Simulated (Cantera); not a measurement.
A perfectly stirred reactor is fed with 4.55 % CH4, 5.00 % C2H6, 19.0 % O2, 71.4 % N2, equivalence ratio 1.4, at 500000 Pa; it is adiabatic with a 725 K inlet, and is followed from long to short residence time, starting on the burning branch (τ in s: 0.49, 0.21, 0.085, 0.036, 0.015, 0.0062, 0.0026, 0.0011, 0.00044, 0.00018, 7.7e-05).

Computed with Cantera and GRI-Mech 3.0 (53 species, 325 reactions).

### Question
Predict: blow-out, bracketed by the residence times tried; x(CH4) at τ = 0.490 s; x(C2H6) at τ = 0.490 s; x(O2) at τ = 0.490 s; x(H2O) at τ = 0.490 s; x(CH2) at τ = 0.490 s; x(CH4) at τ = 6.20 ms; x(C2H6) at τ = 6.20 ms; x(O2) at τ = 6.20 ms; x(H2O) at τ = 6.20 ms; x(CH2) at τ = 6.20 ms.

### Answer
```
Quantity                                                                          Result
------------------------------------------------  --------------------------------------
blow-out, bracketed by the residence times tried  burning at 77.0 µs, the shortest tried
x(CH4) at τ = 0.490 s                                                            3.05e-6
x(C2H6) at τ = 0.490 s                                                           1.14e-8
x(O2) at τ = 0.490 s                                                             1.54e-5
x(H2O) at τ = 0.490 s                                                              0.165
x(CH2) at τ = 0.490 s                                                            3.31e-8
x(CH4) at τ = 6.20 ms                                                            7.63e-5
x(C2H6) at τ = 6.20 ms                                                           7.90e-7
x(O2) at τ = 6.20 ms                                                            0.000178
x(H2O) at τ = 6.20 ms                                                              0.164
x(CH2) at τ = 6.20 ms                                                            1.85e-6
```
